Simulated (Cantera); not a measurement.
A closed system holds: 1 mol CS2, 0.019 mol SO2, held at 96.0 bar.

Equilibrium computed with Cantera from the NASA thermochemical tables; the gas is ideal and each condensed phase is pure. Candidate condensed phases: C, S; 35 gas species. Ions and electrons are included (thermal ionisation). The ideal-gas law is rough above about 30 bar. Kinetics and transport are ignored.

Q: Which condensed phases are stable at each of these points (T (K)): 2000, 2500, 3000, 3500, 4000, 4500, 5000?

A: 
```csv
T (K),condensed phases,C condensed (%)
2000,C(graphite),14.5
2500,C(graphite),13.2
3000,gas only,0.0
3500,gas only,0.0
4000,gas only,0.0
4500,gas only,0.0
5000,gas only,0.0
```

From 2000 K to 2500 K the condensed part is C(graphite). From 3000 K to 5000 K nothing is condensed.
